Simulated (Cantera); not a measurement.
Ignition delay

Mixture: CH4 : O2 : N2 = 1 : 4.65 : 17.5 (molar parts), at 760 Torr, adiabatic and at constant pressure. Ignition delay is the time to a rise of 400 K.

Detailed kinetics in Cantera: GRI-Mech 3.0 (53 species, 325 reactions).

```
T0 (K)  delay (ms)
------  ----------
1250          14.6
1325          5.58
1400          2.37
1475          1.11
1550         0.579
1625         0.327
1700         0.197
1775         0.126
1850        0.0835
```

apparent activation energy between 1700 and 1850 K: 150 kJ/mol
